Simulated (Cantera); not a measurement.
Charge: 1 mol SiH2Cl2, 9.8 mol NH3, equilibrated at 23.3 Torr.

Method: chemical equilibrium by Gibbs-energy minimisation in Cantera with the NASA 1993 tables (ideal gas, pure condensed phases). Candidate condensed phases: NH4Cl, Si, Si3N4; 28 gas species. Gases not in the tables: Si2H6 and higher silanes. Equilibrium is a limit: real reactors are often held back by kinetics, nucleation or transport.

Over these rows the condensed part is Si3N4(s). Partial pressures as log10 of bar:

```json
[
 {"T (K)": "1250", "1000/T (1/K)": "0.8000", "log p SiCl2": "-6.13", "log p H2": "-1.66", "log p N2": "-2.20", "log p HCl": "-2.53"},
 {"T (K)": "1350", "1000/T (1/K)": "0.7407", "log p SiCl2": "-5.32", "log p H2": "-1.66", "log p N2": "-2.20", "log p HCl": "-2.53"},
 {"T (K)": "1450", "1000/T (1/K)": "0.6897", "log p SiCl2": "-4.63", "log p H2": "-1.66", "log p N2": "-2.20", "log p HCl": "-2.54"},
 {"T (K)": "1550", "1000/T (1/K)": "0.6452", "log p SiCl2": "?", "log p H2": "-1.66", "log p N2": "-2.20", "log p HCl": "-2.56"},
 {"T (K)": "1650", "1000/T (1/K)": "0.6061", "log p SiCl2": "-3.65", "log p H2": "-1.66", "log p N2": "-2.19", "log p HCl": "-2.61"},
 {"T (K)": "1750", "1000/T (1/K)": "0.5714", "log p SiCl2": "-3.36", "log p H2": "-1.66", "log p N2": "-2.19", "log p HCl": "-2.69"}
]
```

Question: Fit log p(SiCl2) = a + b·(1000/T) to the five rows, give the apparent enthalpy, and predict the row at 1550 K.

Answer: Means: 1000/T = 0.6816, log p = -4.618. Sxy = -0.432322, Sxx = 0.0354213, so b = -12.21 and a = -4.618 − (-12.21)×0.6816 = 3.70.
Apparent enthalpy: −19.145 × (-12.21) = 234 kJ/mol. With the condensed phases at unit activity, 1/3 Si3N4(s) + 2 HCl(g) = SiCl2(g) + H2(g) + 2/3 N2(g) links this pressure to the main gases: over the six rows their terms move log p by -0.33 in all, so the slope isn't that reaction's ΔH° alone. The five rows lie within 0.09 of the line.
Prediction at 1550 K: 3.70 + (-12.21)×0.6452 = -4.18. The computed value is -4.07, 0.11 from the line.
